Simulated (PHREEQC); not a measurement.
Dissolve 0.062 mol HCl and 0.022 mol Li2SO4 per kg of water at 25 °C. Closed to the air; pH follows from the charge balance.

All values are PHREEQC results (ion-association model, phreeqc.dat), not measurements.

```
quantity                   before    after
------------------------  -------  -------
pH                           1.40     2.02
ionic strength (mol/kgw)   0.0991   0.0222
HSO4- (mol/kgw)            0.0139  0.00164
SO4-2 (mol/kgw)           0.00754  0.00270
```

Name the change that produced these shifts.
(A) Li2SO4 from 0.022 to 0.011 mol/kgw
(B) diluted 5-fold with water
(C) Li2SO4 from 0.022 to 0.033 mol/kgw
(D) temperature from 25 to 30 °C
(E) 0.011 mol/kgw Zn(NO3)2 added

B, diluted 5-fold with water

Precipitation was switched off in this run.
